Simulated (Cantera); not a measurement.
Feed: 1 mol CuO, 17 mol CO, 2.4 mol N2, at 1325 °C and 133 Pa.

These are equilibrium values from Cantera (NASA tables, ideal gas, pure condensed phases), not measurements of a reactor. Candidate condensed phases: C, Cu, CuO, Cu2O; 27 gas species. The numbers say what is thermodynamically allowed, not how fast it happens.

Base state: CO 0.801, N2 0.120, CO2 0.0501, Cu 0.0290, Cu2 2.05e-5 (mole fractions); condensed: Cu(l).

What changes in the equilibrium state with this change: pressure from 133 Pa to 7300 Pa?


```tsv
species	before	after
CO	0.801	0.824
N2	0.120	0.124
CO2	0.0501	0.0515
Cu	0.0290	0.000529
Cu2	2.05e-5	3.74e-7
Cu(l), mol	0.421	0.990
```

What changes in the equilibrium state with this change: pressure from 133 Pa to 15.0 Pa?


| species | before | after |
|---|---|---|
| CO | 0.801 | 0.784 |
| N2 | 0.120 | 0.118 |
| CO2 | 0.0501 | 0.0490 |
| Cu | 0.0290 | 0.0490 |
| Cu2 | 2.05e-5 | 6.60e-6 |
| Cu(l), mol | 0.421 | 0 |
